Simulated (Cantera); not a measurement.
An adiabatic, constant-volume homogeneous reactor starts with CO : H2 : O2 : N2 = 1 : 0.14 : 1.54 : 5.79 (molar parts), equivalence ratio 0.37, at 1650 K and 2.66 atm. Integrator tolerance rtol = 1e-08.

Computed with Cantera and GRI-Mech 3.0 (53 species, 325 reactions). The hydrogen kinetics of GRI-Mech 3.0 are dated; newer H2 mechanisms differ, most at raised pressure.

Task: What does this change do: CO 1 to 0.56 parts?

Result: 
```json
[
 {"quantity": "time of steepest temperature rise", "before": "19.2 µs", "after": "10.4 µs"},
 {"quantity": "temperature at 0.300 s", "before": "2647 K", "after": "2373 K"},
 {"quantity": "equilibrium temperature", "before": "2647 K", "after": "2373 K"},
 {"quantity": "x(CO) at 0.300 s", "before": "0.0127 (gas-phase equilibrium 0.0127)", "after": "0.00175 (gas-phase equilibrium 0.00175)"},
 {"quantity": "x(H2) at 0.300 s", "before": "0.000249 (gas-phase equilibrium 0.000249)", "after": "7.12e-5 (gas-phase equilibrium 7.12e-5)"},
 {"quantity": "x(O2) at 0.300 s", "before": "0.114 (gas-phase equilibrium 0.114)", "after": "0.147 (gas-phase equilibrium 0.147)"},
 {"quantity": "x(HO2) at 0.300 s", "before": "7.02e-6 (gas-phase equilibrium 7.02e-6)", "after": "4.39e-6 (gas-phase equilibrium 4.39e-6)"},
 {"quantity": "x(H) at 0.300 s", "before": "0.000364 (gas-phase equilibrium 0.000364)", "after": "6.16e-5 (gas-phase equilibrium 6.16e-5)"}
]
```

Task: What does this change do: CO 1 to 2.7 parts?

Result: 
```json
[
 {"quantity": "time of steepest temperature rise", "before": "19.2 µs", "after": "17.1 µs"},
 {"quantity": "temperature at 0.300 s", "before": "2647 K", "after": "2995 K"},
 {"quantity": "equilibrium temperature", "before": "2647 K", "after": "2995 K"},
 {"quantity": "x(CO) at 0.300 s", "before": "0.0127 (gas-phase equilibrium 0.0127)", "after": "0.115 (gas-phase equilibrium 0.115)"},
 {"quantity": "x(H2) at 0.300 s", "before": "0.000249 (gas-phase equilibrium 0.000249)", "after": "0.000830 (gas-phase equilibrium 0.000830)"},
 {"quantity": "x(O2) at 0.300 s", "before": "0.114 (gas-phase equilibrium 0.114)", "after": "0.0530 (gas-phase equilibrium 0.0530)"},
 {"quantity": "x(HO2) at 0.300 s", "before": "7.02e-6 (gas-phase equilibrium 7.02e-6)", "after": "6.59e-6 (gas-phase equilibrium 6.59e-6)"},
 {"quantity": "x(H) at 0.300 s", "before": "0.000364 (gas-phase equilibrium 0.000364)", "after": "0.00213 (gas-phase equilibrium 0.00213)"}
]
```
Above 3000 K some thermodynamic fits are extrapolated.
